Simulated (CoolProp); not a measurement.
Properties of R123 along the isotherm 298.9 K (Tc = 456.8 K, pc = 3.662 MPa, ω = 0.282).

Computed with CoolProp (reference Helmholtz-energy equation of state, Younglove 1994). It is a modified Benedict-Webb-Rubin equation, recast in Helmholtz form.

```tsv
p (MPa)	phase	density (kg/m³)	cv (kJ/(kg K))	expansivity (1/kK)	viscosity (µPa s)	fugacity coefficient
0.343	liquid	1463	0.7062	1.754	415	0.2659
0.687	liquid	1464	0.7065	1.745	417	0.1347
1.03	liquid	1465	0.7067	1.737	419	0.09113
1.37	liquid	1466	0.7070	1.729	421	0.06950
1.72	liquid	1467	0.7072	1.720	423	0.05617
2.06	liquid	1468	0.7075	1.712	425	0.04758
2.4	liquid	1469	0.7077	1.704	427	0.04142
2.75	liquid	1470	0.7080	1.696	429	0.03668
3.09	liquid	1471	0.7082	1.689	431	0.03312
3.43	liquid	1471	0.7084	1.681	433	0.03026
3.78	liquid	1472	0.7087	1.673	435	0.02786
4.12	liquid	1473	0.7089	1.666	437	0.02593
4.46	liquid	1474	0.7091	1.659	438	0.02430
4.81	liquid	1475	0.7094	1.651	440	0.02286
5.15	liquid	1476	0.7096	1.644	442	0.02165
5.49	liquid	1477	0.7098	1.637	444	0.02060
```

Viscosity comes from a separate model (Tanaka 1996).
